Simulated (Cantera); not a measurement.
Input: 1 mol Fe, 0.44 mol CO, 22 mol H₂, equilibrated at 21.0 mbar.

These are equilibrium values from Cantera (NASA tables, ideal gas, pure condensed phases), not measurements of a reactor. Candidate condensed phases: C, C₆H₆, C₇H₈, C₈H₁₈, Fe, Fe(CO)₅, FeO, Fe(OH)₂, Fe(OH)₃, Fe₂O₃, Fe₃O₄, H₂O; 114 gas species. The numbers say what is thermodynamically allowed, not how fast it happens.

### Question
Which condensed phases are stable at each of these points (T (°C)): 950, 1000, 1050, 1100, 1150, 1200, 1250, 1300, 1350, 1400, 1450, 1500, 1550?

### Answer
| T (°C) | condensed phases | Fe condensed (%) |
|---|---|---|
| 950 | Fe(γ) | 100.0 |
| 1000 | Fe(γ) | 100.0 |
| 1050 | Fe(γ) | 100.0 |
| 1100 | Fe(γ) | 100.0 |
| 1150 | Fe(γ) | 100.0 |
| 1200 | Fe(γ) | 100.0 |
| 1250 | Fe(γ) | 100.0 |
| 1300 | Fe(γ) | 99.9 |
| 1350 | Fe(γ) | 99.8 |
| 1400 | Fe(δ) | 99.6 |
| 1450 | Fe(δ) | 99.0 |
| 1500 | Fe(δ) | 97.9 |
| 1550 | Fe(l) | 95.6 |

From 950 °C to 1350 °C the condensed part is Fe(γ). From 1400 °C to 1500 °C the condensed part is Fe(δ). At 1550 °C the condensed part is Fe(l).
